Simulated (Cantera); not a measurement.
A perfectly stirred reactor is fed with C2H6 : H2 = 1 : 53 (molar parts), at 101000 Pa; it is held at 1373 K, and followed from long to short residence time.

Model: GRI-Mech 3.0 (53 species, 325 reactions), integrated in Cantera. GRI-Mech 3.0 stops at C3 and has no aromatics, soot or wall deposition, so with more carbon than oxygen in the feed, carbon stays in small species such as C2H2 where larger ones or solid carbon would form.

One state of this run: x C2H6 = 0.000258; x H2 = 0.974; x H = 1.93e-5; x C2H = 6.79e-11; x CH4 = 0.0159; x CH2 = 9.10e-11; x CH3 = 6.41e-6. x: mole fraction; the columns are a selection and need not sum to one.

Q: Which value of τ (s) does it belong to?
A) 0.48
B) 0.0073
C) 0.024
D) 0.15

A: D, 0.15
